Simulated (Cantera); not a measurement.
Cantera with NASA thermochemical tables; ideal gases at 1 bar, condensed phases pure. Values are per mole of reaction as written; species without (g) are pure solids or liquids, kept so even where they would boil at 1 bar.

2 SiC2(g) + 3 SO3(g) → Si2C(g) + 3 COS(g) + 3 O2(g)

```json
[
 {"T (K)": "300", "ΔH° (kJ)": "[?]", "ΔS° (J/K)": "[?]", "ΔG° (kJ)": "[?]", "log10 K": "[?]"},
 {"T (K)": "1850", "ΔH° (kJ)": "68.8", "ΔS° (J/K)": "304.0", "ΔG° (kJ)": "-493.6", "log10 K": "13.94"},
 {"T (K)": "1925", "ΔH° (kJ)": "[?]", "ΔS° (J/K)": "[?]", "ΔG° (kJ)": "[?]", "log10 K": "[?]"},
 {"T (K)": "2000", "ΔH° (kJ)": "67.9", "ΔS° (J/K)": "303.5", "ΔG° (kJ)": "-539.1", "log10 K": "14.08"},
 {"T (K)": "2075", "ΔH° (kJ)": "[?]", "ΔS° (J/K)": "[?]", "ΔG° (kJ)": "[?]", "log10 K": "[?]"},
 {"T (K)": "2150", "ΔH° (kJ)": "[?]", "ΔS° (J/K)": "[?]", "ΔG° (kJ)": "[?]", "log10 K": "[?]"}
]
```

Task: Some entries are withheld; supply them.

Result: 
- 300, ΔH° (kJ): 77.5
- 300, ΔS° (J/K): 308.8
- 300, ΔG° (kJ): -15.1
- 300, log10 K: 2.63
- 1925, ΔH° (kJ): 68.3
- 1925, ΔS° (J/K): 303.7
- 1925, ΔG° (kJ): -516.4
- 1925, log10 K: 14.01
- 2075, ΔH° (kJ): 67.5
- 2075, ΔS° (J/K): 303.3
- 2075, ΔG° (kJ): -561.9
- 2075, log10 K: 14.14
- 2150, ΔH° (kJ): 67.1
- 2150, ΔS° (J/K): 303.2
- 2150, ΔG° (kJ): -584.6
- 2150, log10 K: 14.20
